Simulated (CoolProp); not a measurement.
Model: reference Helmholtz-energy equation of state, Thol 2018, in CoolProp.

### Question
For hydrogen chloride, give the phase and the cp (kJ/(kg K)) at 564.7 K and 16.1 bar; 564.7 K and 208 bar.

### Answer
- 564.7 K and 16.1 bar: gas; cp 0.826
- 564.7 K and 208 bar: supercritical; cp 1.06
